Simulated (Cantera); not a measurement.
What does this Cantera script print?

```python
import numpy as np
import cantera as ct

gas = ct.Solution("gri30.yaml")
gas.TPX = 1125, 13332, {'CO': 0.0062, 'O2': 0.079, 'H2O': 0.00062, 'N2': 1}
reactor = ct.IdealGasConstPressureReactor(gas, energy="off", clone=False)
net = ct.ReactorNet([reactor])
net.rtol, net.atol = 1e-08, 1e-18
show = ['CO', 'O2', 'H2O', 'CO2', 'OH']
times = np.geomspace(9e-06, 10, 12)

steps = ct.SolutionArray(gas, extra=["t"])
rows = []
print(f"{'t/s':>10s}{'T/K':>9s}{'P/Pa':>11s}" + "".join(f"{s:>11s}" for s in show))
for t in times:
    while net.time < t:
        t_next = net.step()
        steps.append(gas.state, t=t_next)
    rows.append([np.interp(t, steps.t, y) for y in (steps.T, steps.P, *steps(*show).X.T)])
    print(f"{t:10.3e}{rows[-1][0]:9.1f}{rows[-1][1]:11.4g}" + "".join(f"{x:11.3e}" for x in rows[-1][2:]))
rate = np.gradient(steps.T, steps.t)
print("integrator steps:", len(steps.t))
if steps.T.max() > steps.T[0] + 200:
    print(f"time of steepest temperature rise: {steps.t[rate.argmax()]:.4e} s")
gas.TPX = 1125, 13332, {'CO': 0.0062, 'O2': 0.079, 'H2O': 0.00062, 'N2': 1}
gas.equilibrate("TP")
print(f"equilibrium (TP): T = {gas.T:.1f} K  " + "  ".join(f"{s} {gas[s].X[0]:.3e}" for s in show))
```

It prints:

```
       t/s      T/K       P/Pa         CO         O2        H2O        CO2         OH
 9.000e-06   1125.0  1.333e+04  5.710e-03  7.276e-02  5.710e-04  6.900e-12  3.353e-15
 3.190e-05   1125.0  1.333e+04  5.710e-03  7.276e-02  5.710e-04  2.446e-11  1.578e-14
 1.131e-04   1125.0  1.333e+04  5.710e-03  7.276e-02  5.710e-04  8.673e-11  1.040e-13
 4.009e-04   1125.0  1.333e+04  5.710e-03  7.276e-02  5.710e-04  3.078e-10  9.431e-13
 1.421e-03   1125.0  1.333e+04  5.710e-03  7.276e-02  5.710e-04  1.102e-09  1.024e-11
 5.039e-03   1125.0  1.333e+04  5.710e-03  7.276e-02  5.710e-04  4.307e-09  1.162e-10
 1.786e-02   1125.0  1.333e+04  5.710e-03  7.276e-02  5.710e-04  3.409e-08  1.775e-09
 6.332e-02   1125.0  1.333e+04  5.698e-03  7.275e-02  5.705e-04  1.165e-05  7.371e-07
 2.245e-01   1125.0  1.333e+04  1.180e-03  7.048e-02  5.512e-04  4.542e-03  2.544e-05
 7.957e-01   1125.0  1.333e+04  8.604e-05  7.013e-02  5.687e-04  5.640e-03  7.091e-06
 2.821e+00   1125.0  1.333e+04  6.227e-06  7.010e-02  5.716e-04  5.720e-03  2.062e-06
 1.000e+01   1125.0  1.333e+04  3.979e-07  7.010e-02  5.723e-04  5.726e-03  6.272e-07
integrator steps: 1354
equilibrium (TP): T = 1125.0 K  CO 1.581e-10  O2 7.007e-02  H2O 5.726e-04  CO2 5.726e-03  OH 9.638e-08
```

Cantera simulation using GRI-Mech 3.0 (53 species, 325 reactions); the numbers are that mechanism's predictions, not measurements.
